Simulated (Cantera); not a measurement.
A closed system holds: 1 mol Si₃H₈, 0.13 mol HCl, 5.4 mol H₂, at 1400 °C and 2200 Pa.

Method: chemical equilibrium by Gibbs-energy minimisation in Cantera with the NASA 1993 tables (ideal gas, pure condensed phases). Candidate condensed phases: Si; 19 gas species. The feed counts by its element totals alone. Gases not in the tables: Si₂H₆ and higher silanes. Equilibrium is a limit: real reactors are often held back by kinetics, nucleation or transport.

Base state: H₂ 0.986, HCl 0.0125, H 0.000762, SiCl₂ 0.000569, Si 1.90e-5, SiH₂ 1.09e-5 (mole fractions); condensed: Si(s).

### Question
What changes in the equilibrium state with this change: HCl from 0.13 to 0.36 mol?

### Answer
| species | before | after |
|---|---|---|
| H₂ | 0.986 | 0.966 |
| HCl | 0.0125 | 0.0300 |
| SiCl₂ | 0.000569 | 0.00337 |
| SiCl₃ | 9.78e-7 | 1.41e-5 |
| SiCl | 6.89e-6 | 1.68e-5 |
| Cl | 7.54e-6 | 1.83e-5 |
| SiH₂ | 1.09e-5 | 1.06e-5 |
| Si(s), mol | 2.99 | 2.97 |
The tables' values for SiCl, SiCl₃ are old estimates; treat these amounts as uncertain.
